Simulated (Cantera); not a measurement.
An isothermal, constant-pressure homogeneous reactor starts with NO : N2 = 1 : 1.1 (molar parts), at 1850 K and 233 Torr. Integrator tolerance rtol = 1e-08.

Cantera simulation using GRI-Mech 3.0 (53 species, 325 reactions); the numbers are that mechanism's predictions, not measurements.

Task: What does this change do: temperature 1850 to 1950 K?

Result: 
| quantity | before | after |
|---|---|---|
| x(NO) at 5.00 s | 0.270 (gas-phase equilibrium 0.00512) | 0.108 (gas-phase equilibrium 0.00692) |
| x(O) at 5.00 s | 0.000115 (gas-phase equilibrium 0.000169) | 0.000352 (gas-phase equilibrium 0.000395) |
| x(N2O) at 5.00 s | 2.82e-5 (gas-phase equilibrium 1.60e-7) | 4.61e-6 (gas-phase equilibrium 2.13e-7) |
| x(N2) at 5.00 s | 0.627 (gas-phase equilibrium 0.759) | 0.708 (gas-phase equilibrium 0.758) |
| x(O2) at 5.00 s | 0.103 (gas-phase equilibrium 0.235) | 0.184 (gas-phase equilibrium 0.234) |
| x(NO2) at 5.00 s | 0.000239 (gas-phase equilibrium 6.82e-6) | 0.000105 (gas-phase equilibrium 7.64e-6) |

Task: What does this change do: 0.12 parts H2O added?

Result: 
```tsv
quantity	before	after
x(NO) at 5.00 s	0.270 (gas-phase equilibrium 0.00512)	0.256 (gas-phase equilibrium 0.00484)
x(O) at 5.00 s	0.000115 (gas-phase equilibrium 0.000169)	0.000110 (gas-phase equilibrium 0.000164)
x(N2O) at 5.00 s	2.82e-5 (gas-phase equilibrium 1.60e-7)	1.89e-5 (gas-phase equilibrium 1.47e-7)
x(N2) at 5.00 s	0.627 (gas-phase equilibrium 0.759)	0.593 (gas-phase equilibrium 0.718)
x(O2) at 5.00 s	0.103 (gas-phase equilibrium 0.235)	0.0968 (gas-phase equilibrium 0.222)
x(NO2) at 5.00 s	0.000239 (gas-phase equilibrium 6.82e-6)	0.000219 (gas-phase equilibrium 6.27e-6)
```

Task: What does this change do: temperature 1850 to 1923 K?

Result: 
```csv
quantity,before,after
x(NO) at 5.00 s,0.270 (gas-phase equilibrium 0.00512),0.151 (gas-phase equilibrium 0.00640)
x(O) at 5.00 s,0.000115 (gas-phase equilibrium 0.000169),0.000266 (gas-phase equilibrium 0.000317)
x(N2O) at 5.00 s,2.82e-5 (gas-phase equilibrium 1.60e-7),8.95e-6 (gas-phase equilibrium 1.98e-7)
x(N2) at 5.00 s,0.627 (gas-phase equilibrium 0.759),0.686 (gas-phase equilibrium 0.759)
x(O2) at 5.00 s,0.103 (gas-phase equilibrium 0.235),0.162 (gas-phase equilibrium 0.235)
x(NO2) at 5.00 s,0.000239 (gas-phase equilibrium 6.82e-6),0.000146 (gas-phase equilibrium 7.42e-6)
```
